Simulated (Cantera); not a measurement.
Mixture: C₃H₈ : O₂ : N₂ = 1 : 8.62 : 32.4 (molar parts), at 345 Torr, adiabatic and at constant volume. Ignition delay is the time to a rise of 400 K.

Model: GRI-Mech 3.0 (53 species, 325 reactions), integrated in Cantera. GRI-Mech 3.0 was tuned for natural gas; its chemistry of propane as a main component is partial and can be far from experiment.

Task: What does this change do: constant pressure in place of constant volume?

Result: 
```
quantity                                                before       after
--------------------------------------------------  ----------  ----------
delay at 1050 K                                        0.256 s     0.265 s
delay at 1125 K                                        41.0 ms     42.9 ms
delay at 1200 K                                        7.80 ms     8.23 ms
delay at 1275 K                                        1.88 ms     2.01 ms
delay at 1350 K                                       0.587 ms    0.632 ms
delay at 1425 K                                       0.232 ms    0.253 ms
apparent activation energy between 1275 and 1425 K  210 kJ/mol  210 kJ/mol
```

Task: What does this change do: pressure from 345 Torr to 1350 Torr?

Result: 
```json
[
 {"quantity": "delay at 1050 K", "before": "0.256 s", "after": "0.107 s"},
 {"quantity": "delay at 1125 K", "before": "41.0 ms", "after": "20.3 ms"},
 {"quantity": "delay at 1200 K", "before": "7.80 ms", "after": "4.18 ms"},
 {"quantity": "delay at 1275 K", "before": "1.88 ms", "after": "1.01 ms"},
 {"quantity": "delay at 1350 K", "before": "0.587 ms", "after": "0.296 ms"},
 {"quantity": "delay at 1425 K", "before": "0.232 ms", "after": "0.107 ms"},
 {"quantity": "apparent activation energy between 1275 and 1425 K", "before": "210 kJ/mol", "after": "230 kJ/mol"}
]
```

Task: What does this change do: O2 8.62 to 3.3 parts?

Result: 
```
quantity                                                before       after
--------------------------------------------------  ----------  ----------
delay at 1050 K                                        0.256 s     0.516 s
delay at 1125 K                                        41.0 ms     80.3 ms
delay at 1200 K                                        7.80 ms     15.6 ms
delay at 1275 K                                        1.88 ms     3.90 ms
delay at 1350 K                                       0.587 ms     1.23 ms
delay at 1425 K                                       0.232 ms    0.486 ms
apparent activation energy between 1275 and 1425 K  210 kJ/mol  210 kJ/mol
```
